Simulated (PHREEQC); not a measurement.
Consider water at 20 °C with 23 mmol/kgw HCl and 90 mmol/kgw MnSO4. Closed to the air; pH follows from the charge balance.

Equilibrium calculation in PHREEQC: ion-association model, phreeqc.dat.

Precipitation was switched off in this run.

Problem. Order these Mn species by the share of Mn that they hold, largest first: Mn+2, MnSO4, MnCl+.

Solution. Mn+2 (61 %), MnSO4 (37 %), MnCl+ (1.7 %)

The pH is 2.07 and the ionic strength 0.220 mol/kgw.
